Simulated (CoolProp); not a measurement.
Vapour-liquid equilibrium of CH2F2 (R32) (1) + propane (2) at 2.22 MPa; x and y are mole fractions of (1).

Computed with CoolProp (multi-fluid Helmholtz-energy mixture model, Tillner-Roth 1997 and Lemmon 2009; pair parameters Bell 2016).

```json
[
 {"x": "0.05", "bubble temperature, mixture model (K)": "326.5", "bubble temperature, Raoult's law (K)": "333.4", "y, mixture model": "0.153", "y, Raoult's law": "0.089"},
 {"x": "0.2", "bubble temperature, mixture model (K)": "310.7", "bubble temperature, Raoult's law (K)": "327.9", "y, mixture model": "?", "y, Raoult's law": "0.316"},
 {"x": "0.35", "bubble temperature, mixture model (K)": "304.6", "bubble temperature, Raoult's law (K)": "323.3", "y, mixture model": "0.534", "y, Raoult's law": "0.497"},
 {"x": "0.5", "bubble temperature, mixture model (K)": "?", "bubble temperature, Raoult's law (K)": "319.2", "y, mixture model": "0.603", "y, Raoult's law": "0.646"},
 {"x": "0.65", "bubble temperature, mixture model (K)": "301.0", "bubble temperature, Raoult's law (K)": "315.7", "y, mixture model": "0.664", "y, Raoult's law": "0.771"},
 {"x": "0.8", "bubble temperature, mixture model (K)": "301.7", "bubble temperature, Raoult's law (K)": "312.5", "y, mixture model": "?", "y, Raoult's law": "0.879"},
 {"x": "0.95", "bubble temperature, mixture model (K)": "305.7", "bubble temperature, Raoult's law (K)": "309.6", "y, mixture model": "0.907", "y, Raoult's law": "0.972"}
]
```

Some entries are withheld; supply them.


- 0.2, y, mixture model: 0.420
- 0.5, bubble temperature, mixture model (K): 302.0
- 0.8, y, mixture model: 0.746

The largest gap from Raoult's law is -18.7 K in bubble temperature, at x = 0.35. y crosses x between x = 0.65 and 0.8: the model has an azeotrope there.

Pair parameters are fitted to limited data, so mixtures are less certain than the pure fluids. With so large a gap from Raoult's law the liquid may split in two, which this calculation doesn't test in full.
